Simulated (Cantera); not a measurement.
A perfectly stirred reactor is fed with 4.30 % CH₄, 1.63 % H₂, 18.8 % O₂, 70.9 % N₂, 4.30 % CO₂, equivalence ratio 0.50, at 1.00 bar; it is adiabatic with a 575 K inlet, and is followed from long to short residence time, starting on the burning branch (τ in s: 0.087, 0.032, 0.012, 0.0044, 0.0016, 0.00061, 0.00023, 8.4e-05, 3.1e-05, 1.1e-05, 4.3e-06).

Detailed kinetics in Cantera: GRI-Mech 3.0 (53 species, 325 reactions).

**Question.** Predict: blow-out, bracketed by the residence times tried; x(CH₄) at τ = 87.0 ms; x(H₂) at τ = 87.0 ms; x(O₂) at τ = 87.0 ms; x(NO) at τ = 87.0 ms; x(CH₄) at τ = 0.610 ms; x(H₂) at τ = 0.610 ms; x(O₂) at τ = 0.610 ms; x(NO) at τ = 0.610 ms.

**Answer.** 
- blow-out, bracketed by the residence times tried: burning at 0.610 ms, out at 0.230 ms
- x(CH₄) at τ = 87.0 ms: 1.48e-5
- x(H₂) at τ = 87.0 ms: 7.37e-5
- x(O₂) at τ = 87.0 ms: 0.0949
- x(NO) at τ = 87.0 ms: 4.88e-6
- x(CH₄) at τ = 0.610 ms: 0.000466
- x(H₂) at τ = 0.610 ms: 0.00169
- x(O₂) at τ = 0.610 ms: 0.0994
- x(NO) at τ = 0.610 ms: 1.85e-6
